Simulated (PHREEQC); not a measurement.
A made-up water analysis in mg/L, 25 °C, pH 6.8, pe 11.3:

| constituent | mg/L |
|---|---|
| Na | 0.0942 |
| K | 0.000141 |
| Ca | 0.0584 |
| Mg | 0.00211 |
| Cl | 0.0491 |
| S(6) as SO4 | 0.167 |
| Alkalinity as HCO3 | 0.152 |
| Si as SiO2 | 0.000323 |

Valence states are taken as typed.

Computed with PHREEQC (ion-association model, phreeqc.dat).

| quantity | before | after |
|---|---|---|
| HCO3- (mol/kgw) | 2.58e-6 | 2.97e-6 |
| CO2 (mol/kgw) | 9.17e-7 | 3.34e-6 |
| CO3-2 (mol/kgw) | 7.73e-10 | 2.82e-10 |
| CaSO4 (mol/kgw) | 4.37e-10 | 4.36e-10 |
| CaHCO3+ (mol/kgw) | 4.73e-11 | 5.44e-11 |
| NaSO4- (mol/kgw) | 3.52e-11 | 3.51e-11 |
| SI of Quartz (SiO2) | -4.29 | -4.29 |

Task: Name the change that produced these shifts.
A. pH from 6.8 to 6.3 at the same alkalinity
B. temperature from 25 to 55 °C at the same typed pH
C. Ca from 0.0584 to 0.0292 mg/L

Result: A, pH from 6.8 to 6.3 at the same alkalinity

No solid was allowed to form.
